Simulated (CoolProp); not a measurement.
Properties of decamethylcyclopentasiloxane (D5) along the isotherm 620 K.

Model: reference Helmholtz-energy equation of state, Thol 2019, in CoolProp.

```tsv
p (MPa)	phase	density (kg/m³)	cv (kJ/(kg K))	Joule-Thomson coefficient (K/MPa)	isothermal compressibility (1/MPa)	expansivity (1/kK)
0.245	gas	19.26	1.938	10.28	4.486	2.243
0.49	gas	43.13	1.948	12.41	2.573	3.348
0.735	gas	75.78	1.961	16.40	2.157	5.800
0.98	gas	134.0	1.984	28.33	2.837	16.48
1.22	supercritical	435.6	2.003	9.598	0.6970	21.46
1.47	supercritical	480.4	1.994	4.249	0.2452	9.865
1.71	supercritical	503.1	1.991	2.832	0.1540	7.119
1.96	supercritical	519.8	1.988	2.096	0.1116	5.721
2.2	supercritical	532.3	1.986	1.665	0.08846	4.905
2.45	supercritical	543.1	1.985	1.358	0.07287	4.323
2.69	supercritical	551.9	1.984	1.143	0.06239	3.912
```
